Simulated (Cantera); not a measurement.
**Thermodynamics of aluminium nitride and oxide growth, feed Al + H2O + H2**

Feed: 1 mol Al, 0.29 mol H2O, 660 mol H2, at 0.00580 bar.

Equilibrium computed with Cantera from the NASA thermochemical tables; the gas is ideal and each condensed phase is pure. Candidate condensed phases: Al, Al2O3, H2O; 19 gas species. Mutual solubility and eutectic melting of coexisting phases are not modelled. The tables' values for AlOH are old estimates; treat these amounts as uncertain. Equilibrium is a limit: real reactors are often held back by kinetics, nucleation or transport.

From 650 K to 850 K the condensed part is Al(s) + Al2O3(s). From 950 K to 1350 K the condensed part is Al(l) + Al2O3(s). From 1450 K to 1850 K the condensed part is Al2O3(s). At 1950 K nothing is condensed.

```csv
T (K),x H2,x H,x Al,x Al2O,x H2O,n Al(s),n Al2O3(s),n Al(l)
650,1.00,<1e-12,<1e-12,<1e-12,<1e-12,0.807,0.0967,0
750,1.00,4.15e-12,<1e-12,<1e-12,<1e-12,0.807,0.0967,0
850,1.00,2.69e-10,9.65e-12,<1e-12,<1e-12,0.807,0.0967,0
950,1.00,7.31e-9,1.20e-9,3.13e-11,<1e-12,0,0.0967,0.807
1050,1.00,1.06e-7,5.25e-8,3.32e-9,<1e-12,0,0.0967,0.807
1150,1.000,9.80e-7,1.18e-6,1.53e-7,3.24e-12,0,0.0966,0.805
1250,1.000,6.35e-6,1.59e-5,3.74e-6,4.51e-11,0,0.0958,0.790
1350,1.000,3.13e-5,0.000145,5.61e-5,4.23e-10,0,0.0843,0.644
1450,0.999,0.000124,0.000676,0.000351,3.69e-9,0,0.0192,0
1550,0.998,0.000413,0.000733,0.000323,5.58e-8,0,0.0253,0
1650,0.998,0.00119,0.000782,0.000296,6.05e-7,0,0.0309,0
1750,0.996,0.00305,0.000825,0.000272,4.97e-6,0,0.0346,0
1850,0.992,0.00704,0.000871,0.000252,3.22e-5,0,0.0311,0
1950,0.984,0.0149,0.000959,0.000246,0.000161,0,0,0
```
x: gas mole fraction; n: condensed amount in mol.
